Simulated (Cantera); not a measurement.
Input (Python, Cantera):

```python
import numpy as np
import cantera as ct

gas = ct.Solution("gri30.yaml")
gas.TPX = 1800, 200, {'CH4': 1, 'N2': 6}
reactor = ct.IdealGasConstPressureReactor(gas, energy="off", clone=False)
net = ct.ReactorNet([reactor])
net.rtol, net.atol = 1e-08, 1e-18
show = ['CH4', 'C2H', 'C2H2', 'CH3', 'CH2']
times = np.geomspace(0.0001, 200, 15)

steps = ct.SolutionArray(gas, extra=["t"])
rows = []
print(f"{'t/s':>10s}{'T/K':>9s}{'P/Pa':>11s}" + "".join(f"{s:>11s}" for s in show))
for t in times:
    while net.time < t:
        t_next = net.step()
        steps.append(gas.state, t=t_next)
    rows.append([np.interp(t, steps.t, y) for y in (steps.T, steps.P, *steps(*show).X.T)])
    print(f"{t:10.3e}{rows[-1][0]:9.1f}{rows[-1][1]:11.4g}" + "".join(f"{x:11.3e}" for x in rows[-1][2:]))
rate = np.gradient(steps.T, steps.t)
print("integrator steps:", len(steps.t))
if steps.T.max() > steps.T[0] + 200:
    print(f"time of steepest temperature rise: {steps.t[rate.argmax()]:.4e} s")
gas.TPX = 1800, 200, {'CH4': 1, 'N2': 6}
gas.equilibrate("TP")
print(f"equilibrium (TP): T = {gas.T:.1f} K  " + "  ".join(f"{s} {gas[s].X[0]:.3e}" for s in show))
```

It prints:

```
       t/s      T/K       P/Pa        CH4        C2H       C2H2        CH3        CH2
 1.000e-04   1800.0        200  1.429e-01  3.310e-24  5.867e-17  2.288e-06  2.458e-12
 2.819e-04   1800.0        200  1.428e-01  1.445e-21  6.897e-15  7.819e-06  3.865e-11
 7.946e-04   1800.0        200  1.428e-01  6.984e-19  1.100e-12  2.447e-05  3.596e-10
 2.240e-03   1800.0        200  1.428e-01  2.410e-16  1.257e-10  7.154e-05  2.542e-09
 6.314e-03   1800.0        200  1.426e-01  5.892e-14  1.034e-08  2.040e-04  1.764e-08
 1.780e-02   1800.0        200  1.422e-01  1.200e-11  7.252e-07  5.753e-04  1.253e-07
 5.017e-02   1800.0        200  1.402e-01  1.513e-09  4.840e-05  1.590e-03  8.399e-07
 1.414e-01   1800.0        200  1.221e-01  7.274e-08  2.923e-03  3.583e-03  4.033e-06
 3.986e-01   1800.0        200  5.651e-02  7.888e-07  3.398e-02  2.709e-03  5.124e-06
 1.124e+00   1800.0        200  1.680e-02  1.492e-06  5.442e-02  1.034e-03  3.002e-06
 3.168e+00   1800.0        200  3.287e-03  2.538e-06  6.086e-02  3.136e-04  1.576e-06
 8.929e+00   1800.0        200  3.564e-04  4.885e-06  6.224e-02  6.436e-05  6.400e-07
 2.517e+01   1800.0        200  2.183e-05  8.699e-06  6.235e-02  7.014e-06  1.255e-07
 7.095e+01   1800.0        200  9.283e-07  1.018e-05  6.233e-02  3.492e-07  7.332e-09
 2.000e+02   1800.0        200  5.489e-07  1.021e-05  6.233e-02  2.071e-07  4.363e-09
integrator steps: 1759
equilibrium (TP): T = 1800.0 K  CH4 1.399e-06  C2H 3.773e-06  C2H2 2.303e-02  CH3 5.276e-07  CH2 1.112e-08
```

Cantera simulation using GRI-Mech 3.0 (53 species, 325 reactions); the numbers are that mechanism's predictions, not measurements. GRI-Mech 3.0 stops at C3 and has no aromatics, soot or wall deposition, so with more carbon than oxygen in the feed, carbon stays in small species such as C2H2 where larger ones or solid carbon would form. Radical loss at walls, strong at low pressure, is not modelled.
